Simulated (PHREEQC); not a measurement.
PHREEQC input (ion-association model, wateq4f.dat):

```
SOLUTION_MASTER_SPECIES
  An  An-  0  An  62.0  # stands for a non-complexing anion
SOLUTION_SPECIES
  An- = An-
    -log_k 0
    -gamma 3.0 0
PHASES
  Fix_H+
    H+ = H+
    -log_k 0
SOLUTION 1
  temp 25
  units mmol/kgw
  pH 7 charge
  Cl 0.05
  Pb 0.025
  B 0.0045
  S(6) 0.11
  Na 300.22
  An 300
END
SELECTED_OUTPUT 1
  -reset false
  -pH true
  -pe true
  -ionic_strength true
  -water true
  -totals B Cl Na Pb S S(-2) S(6)
  -molalities Hfo_wOH Hfo_wOH2+ Hfo_wO- Hfo_sOH Hfo_sOH2+ Hfo_sO- Hfo_wSO4- Hfo_wOHSO4-2 Hfo_sOPb+ Hfo_wOPb+
    Hfo_wH2BO3
  -saturation_indices Litharge Anglesite Cotunnite Laurionite Larnakite Halite Mirabilite
USER_PUNCH 1
  -headings sigma psi
  10 PUNCH EDL("sigma", "Hfo"), EDL("psi", "Hfo")
PRINT
  -reset false
USE solution 1
SURFACE 1
  Hfo_wOH 6.74157e-05 600 0.03
  Hfo_sOH 1.68539e-06
EQUILIBRIUM_PHASES 1
  Fix_H+ -3 HAn 10
    -force_equality true
  O2(g) -0.68 10
END
# ... the last block is repeated for the other 12 points of pH, with NaOH or the acid as the point needs
```

Selected output (columns that matter, 13 of 13 rows; pH added in front):

```
pH	mu	B	Na	Pb	S	m_Hfo_wOH	si_Litharge	si_Anglesite	si_Cotunnite	si_Larnakite	si_Halite	si_Mirabilite	sigma	psi
3	0.30164	4.5e-06	0.30022	2.4973e-05	9.8634e-05	1.7444e-07	-11.867	-2.1102	-9.3092	-8.7672	-6.713	-5.0138	0.24724	0.10556
3.67	0.30063	4.5e-06	0.30022	2.4562e-05	9.8759e-05	7.9052e-07	-10.534	-2.1078	-9.3159	-7.4319	-6.7128	-5.004	0.24393	0.10497
4.33	0.30042	4.4999e-06	0.30022	2.3517e-05	9.9571e-05	3.2631e-06	-9.233	-2.1213	-9.3348	-6.1443	-6.7127	-4.9984	0.23502	0.10315
5	0.30037	4.4998e-06	0.30022	2.3003e-05	0.00010191	1.1015e-05	-7.9029	-2.1206	-9.3446	-4.8135	-6.7127	-4.9879	0.21042	0.097692
5.67	0.30034	4.4995e-06	0.30022	1.9157e-05	0.00010546	2.4569e-05	-6.6436	-2.1863	-9.4253	-3.6199	-6.7127	-4.9729	0.1713	0.087686
6.33	0.30031	4.4993e-06	0.30022	7.9189e-06	0.00010785	3.3472e-05	-5.7127	-2.5656	-9.8143	-3.0683	-6.7126	-4.963	0.13972	0.078027
7	0.30031	4.4993e-06	0.30024	1.6448e-06	0.00010912	3.4413e-05	-5.0801	-3.2678	-10.522	-3.138	-6.7125	-4.9578	0.11155	0.067744
7.67	0.30031	4.4994e-06	0.30026	2.7891e-07	0.0001098	3.0323e-05	-4.6123	-4.1373	-11.394	-3.5395	-6.7125	-4.955	0.074753	0.050965
8.33	0.30032	4.4996e-06	0.30027	6.2507e-08	0.00010997	2.4705e-05	-4.2421	-5.0864	-12.344	-4.1186	-6.7125	-4.9543	0.037249	0.028314
9	0.30034	4.4998e-06	0.30029	2.4872e-08	0.00011	1.9069e-05	-3.8949	-6.0791	-13.336	-4.7641	-6.7125	-4.9542	0.0031598	0.0025242
9.67	0.30039	4.4999e-06	0.30035	2.2378e-08	0.00011	1.3421e-05	-3.4976	-7.0218	-14.279	-5.3094	-6.7124	-4.9541	-0.029243	-0.022629
10.33	0.30064	4.5e-06	0.3006	6.474e-08	0.00011	7.8015e-06	-2.9522	-7.7966	-15.054	-5.5388	-6.7121	-4.9536	-0.060857	-0.0433
11	0.3018	4.5e-06	0.30176	8.0406e-07	0.00011	3.5371e-06	-2.2228	-8.4081	-15.665	-5.4209	-6.7107	-4.9516	-0.091981	-0.059277
```

The oxide is taken as insoluble; below pH 4 it would dissolve.
